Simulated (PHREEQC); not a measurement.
0.02 g of hydrous ferric oxide (600 m²/g; 0.2 weak and 0.005 strong sites per Fe, Dzombak-Morel constants, diffuse double layer) in 1 kg of water with 0.1 mol/kgw of an inert sodium salt, at 25 °C; the pH is set by adding NaOH or the inert anion's acid. O2 is buffered at 0.21 atm. No CO2 enters from the air. Precipitation was switched off in this run.

Base run: PHREEQC, ion-association model, wateq4f.dat. Each further column changes one thing. The table gives surface charge σ (C/m²).

| pH | base | background salt from 0.1 to 0.01 mol/kgw | oxide from 0.02 to 0.1 g/kgw | 5.7e-06 mol/kgw Na2HAsO4 added |
|---|---|---|---|---|
| 4 | 0.321 | (withheld) | 0.321 | 0.261 |
| 5.33 | 0.177 | 0.088 | 0.177 | 0.137 |
| 6 | 0.111 | (withheld) | 0.111 | 0.078 |
| 6.67 | 0.063 | 0.025 | 0.063 | 0.037 |
| 8 | 0.004 | 0.001 | 0.004 | -0.016 |
| 9.33 | -0.051 | (withheld) | -0.051 | -0.066 |
| 10 | -0.094 | -0.040 | -0.094 | -0.103 |
| 10.67 | -0.154 | -0.075 | -0.154 | -0.157 |
| 12 | -0.306 | (withheld) | -0.306 | (withheld) |

Complete the blanks.


- 4, background salt from 0.1 to 0.01 mol/kgw: 0.216
- 6, background salt from 0.1 to 0.01 mol/kgw: 0.049
- 9.33, background salt from 0.1 to 0.01 mol/kgw: -0.020
- 12, background salt from 0.1 to 0.01 mol/kgw: -0.229
- 12, 5.7e-06 mol/kgw Na2HAsO4 added: -0.307
